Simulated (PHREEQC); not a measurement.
Solution (75 °C): 0.11 mol ZnSO4, 0.0027 mol KCl and 0.00065 mol FeSO4 per kg of water. Closed to the air; pH follows from the charge balance.

The numbers come from PHREEQC with the ion-association model, phreeqc.dat.

```tsv
quantity	before	after
pH	5.04	5.40
ionic strength (mol/kgw)	0.216	0.00380
Zn+2 (mol/kgw)	0.0530	0.000933
ZnSO4 (mol/kgw)	0.0454	0.000160
SO4-2 (mol/kgw)	0.0423	0.000942
Zn(SO4)2-2 (mol/kgw)	0.0111	8.88e-7
SI of Melanterite (FeSO4:7H2O)	-4.27	-6.77
```

### Question
Which change was made?
A) FeSO4 from 0.00065 to 0.00325 mol/kgw
B) diluted 100-fold with water
C) KCl replaced by MnCl2 at the same molality
D) FeSO4 from 0.00065 to 0.000715 mol/kgw

### Answer
B, diluted 100-fold with water

Precipitation was switched off in this run. At this temperature some constants are extrapolated from 25 °C, and those without enthalpy data are left unchanged.
